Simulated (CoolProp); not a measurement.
Saturation properties of dimethyl carbonate.

Values from CoolProp's reference Helmholtz-energy equation of state, Zhou 2011.

```tsv
T (K)	p (MPa)	liquid density (kg/m³)	vapour density (kg/m³)	enthalpy of vaporisation (kJ/kg)
320.2	0.02051	1034	0.7002	404.7
334.6	0.03698	1014	1.214	395.1
349	0.06291	994.2	1.994	385.4
363.4	0.1018	973.8	3.126	375.5
377.8	0.1577	952.9	___	___
392.2	0.2353	___	6.868	354.7
406.6	0.3397	909.4	9.732	343.5
421	0.4766	886.4	13.47	331.7
435.4	0.6522	___	18.27	319.1
449.8	0.8730	837.4	24.40	___
464.2	1.146	___	32.20	290.7
478.6	1.481	782.3	___	274.2
493	1.884	751.1	54.93	255.5
507.4	2.369	715.8	71.82	233.6
```

Q: Fill in the missing entries.

A: 
- 377.8, vapour density (kg/m³): 4.711
- 377.8, enthalpy of vaporisation (kJ/kg): 365.3
- 392.2, liquid density (kg/m³): 931.5
- 435.4, liquid density (kg/m³): 862.5
- 449.8, enthalpy of vaporisation (kJ/kg): 305.5
- 464.2, liquid density (kg/m³): 810.9
- 478.6, vapour density (kg/m³): 42.13

It boils at 363.3 K under 1 atm.
